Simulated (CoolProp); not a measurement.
Ammonia at 481.83 K and 0.192 MPa flows at 0.18 m/s in a round tube of 25 mm bore and 0.25 µm roughness, fully developed (64/Re and Nu = 3.66 if laminar; Colebrook and Gnielinski if turbulent). Each further row changes one setting.

Values from CoolProp's reference Helmholtz-energy equation of state, Gao 2020.

```
case               Reynolds number  Darcy friction factor  pressure drop (Pa/m)  heat-transfer coefficient (W/(m² K))  mass flow (kg/h)
-----------------  ---------------  ---------------------  --------------------  ------------------------------------  ----------------
as stated                      ___                  0.298                 0.158                                  7.35             0.260
velocity 0.36 m/s              430                  0.149                 0.316                                  7.35               ___
diameter 50 mm                 430                  0.149                0.0395                                   ___              1.04
```

Problem. Complete the blanks.

Solution. 
- as stated, Reynolds number: 215
- velocity 0.36 m/s, mass flow (kg/h): 0.521
- diameter 50 mm, heat-transfer coefficient (W/(m² K)): 3.67

Viscosity comes from a separate model (Fenghour 1995). Thermal conductivity comes from a separate model (Tufeu 1984).
